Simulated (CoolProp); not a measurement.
Vapour-liquid equilibrium of CHF3 (R23) (1) + R227EA (2) at 176.9 K; x and y are mole fractions of (1).

The numbers come from the multi-fluid Helmholtz-energy mixture model, Penoncello 2003 and Lemmon 2016; pair parameters Bell 2016 in CoolProp.

Question: Give the bubble pressure and the first vapour's composition at x = 0.05, 0.25, 0.85. Is there an azeotrope?

Answer: x = 0.05: 0.03078 bar, y = 0.865; x = 0.25: 0.1425 bar, y = 0.977; x = 0.85: 0.3582 bar, y = 0.997. No azeotrope shows between x = 0.05 and 0.95.

The pair parameters rest on a limited set of measurements; away from them the model extrapolates.
